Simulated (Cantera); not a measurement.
What does this Cantera script print?

```python
import numpy as np
import cantera as ct

gas_names = [...]  # 123 gases of nasa_gas.yaml made of C, H, O, Si
cond_names = """
    C(gr) C6H6(L) C7H8(L) C8H18(L),n-octa H2O(s) H2O(L) Si(cr) Si(L) SiC(b) SiO2(Lqz) SiO2(hqz) SiO2(L)
""".split()


# ... load() reads the species with a 1 bar reference pressure and builds the phases ...
atoms = {
    'TEOS': {'Si': 1, 'C': 8, 'H': 20, 'O': 4},
    'CO2': {'C': 1, 'O': 2},
}
top_T = {'C(gr)': 4500, 'SiC(b)': 3050}  # K; cautious upper limits of use, not melting points


# ... equilibrate(T, P, feed) seeds the gas with the atoms and calls Mixture.equilibrate('TP', solver="vcs", rtol=1e-11, max_steps=5000) ...
results = []
T = 1700  # K
P = 133.322  # Pa
for m in [0.41, 0.54, 0.72, 0.97, 1.3, 1.7, 2.3, 3.1, 4.1, 5.4, 7.2]:
    feed = {'TEOS': 1, 'CO2': m}  # mol
    mix = equilibrate(T, P, feed)
    results.append((T, P, feed, dict(zip(mix.species_names, mix.species_moles))))

top = {s: max(r[3][s] / sum(r[3][g] for g in gas_names) for r in results) for s in gas_names}
cols = sorted((s for s in top if top[s] > 1e-05), key=lambda s: -top[s])[:6]
seen = [c for c in cond_names if any(r[3].get(c, 0) > 1e-12 for r in results)]
print("log10 of partial pressures in bar; condensed amounts in mol")
print(f"{'n(CO2)':>10s}" + "".join(f"{s[:9]:>10s}" for s in cols + seen))
for T, P, feed, n in results:
    ng = sum(n[g] for g in gas_names)
    print(f"{feed['CO2']:10.4g}" + "".join(f"{np.log10(max(n[s] / ng * P / 1e5, 1e-99)):10.3f}" for s in cols)
          + "".join(f"{n.get(c, 0):10.4g}" for c in seen))
```

Result:

```
log10 of partial pressures in bar; condensed amounts in mol
    n(CO2)        H2        CO       H2O       SiO       CO2         H     C(gr)    SiC(b)   SiO2(L)
      0.41    -3.048    -3.365    -9.730    -5.753   -10.581    -5.356     2.628    0.9802         0
      0.54    -3.055    -3.350    -9.722    -5.738   -10.550    -5.359       2.5    0.9792         0
      0.72    -3.066    -3.331    -9.713    -5.719   -10.511    -5.364     2.323    0.9777         0
      0.97    -3.079    -3.306    -9.702    -5.694   -10.463    -5.371     2.077    0.9757         0
       1.3    -3.097    -3.278    -9.692    -5.666   -10.406    -5.380     1.752     0.973         0
       1.7    -3.118    -3.249    -9.683    -5.637   -10.348    -5.390     1.359    0.9697         0
       2.3    -3.146    -3.213    -9.676    -5.600   -10.275    -5.405    0.7688    0.9648         0
       3.1    -3.182    -3.175    -9.631    -5.478   -10.157    -5.423         0    0.9493         0
       4.1    -3.223    -3.156    -9.165    -4.482    -9.631    -5.443         0    0.4496         0
       5.4    -3.262    -3.131    -5.408    -4.413    -5.811    -5.463         0         0    0.3012
       7.2    -3.318    -3.108    -4.348    -5.529    -4.671    -5.491         0         0    0.9439
```

These are equilibrium values from Cantera (NASA tables, ideal gas, pure condensed phases), not measurements of a reactor. The feed counts by its element totals alone. The tables hold silica as quartz up to 1696 K and as liquid above; real silica turns to tridymite and cristobalite and melts near 1996 K.
